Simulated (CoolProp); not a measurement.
Propylene at several states: density (kg/m³) from the reference equation and from simpler models built on Tc = 364.2 K, pc = 45.55 bar, ω = 0.146; each cubic takes its own stable root.

Computed with CoolProp (reference Helmholtz-energy equation of state, Lemmon 2013).

| T (K) | p (bar) | phase | reference |
|---|---|---|---|
| 172.3 | 41.2 | liquid | 675.3 |
| 345.6 | 0.532 | gas | 0.7828 |
| 276.6 | 151 | liquid | 567.4 |

Q: How far does each simpler model (van der Waals, Redlich-Kwong, Soave-Redlich-Kwong, Peng-Robinson) lie from the reference over these 3 states: mean and median of the absolute difference, and the worst?

A: 
- van der Waals: mean 23.2 %, median 32.6 %, worst -36.9 % at 172.3 K and 41.2 bar
- Redlich-Kwong: mean 4.4 %, median 6.5 %, worst -6.8 % at 172.3 K and 41.2 bar
- Soave-Redlich-Kwong: mean 3.9 %, median 5.2 %, worst -6.4 % at 172.3 K and 41.2 bar
- Peng-Robinson: mean 3.9 %, median 5.1 %, worst +6.7 % at 276.6 K and 151 bar
